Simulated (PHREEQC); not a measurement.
Consider water at 25 °C with 28 mmol/kgw HF and 0.077 mmol/kgw KF. Closed to the air; pH follows from the charge balance.

Equilibrium calculation in PHREEQC: ion-association model, wateq4f.dat.

| quantity | before | after |
|---|---|---|
| pH | 2.41 | 2.65 |
| HF (mol/kgw) | 0.0212 | 0.0191 |
| F- (mol/kgw) | 0.00391 | 0.00615 |
| H2F2 (mol/kgw) | 0.00117 | 0.000952 |
| HF2- (mol/kgw) | 0.000318 | 0.000452 |

Problem. Name the change that produced these shifts.
A) KF replaced by KOH at the same molality
B) KF replaced by NaBF4 at the same molality
C) 0.0021 mol/kgw PbCl2 added
D) 0.0041 mol/kgw NaHCO3 added
E) temperature from 25 to 65 °C

Solution. D, 0.0041 mol/kgw NaHCO3 added

This is a speciation only: nothing precipitates in the calculation. wateq4f.dat counts part of the HF as a dimer, H2F2, which phreeqc.dat doesn't know; its constant is uncertain.
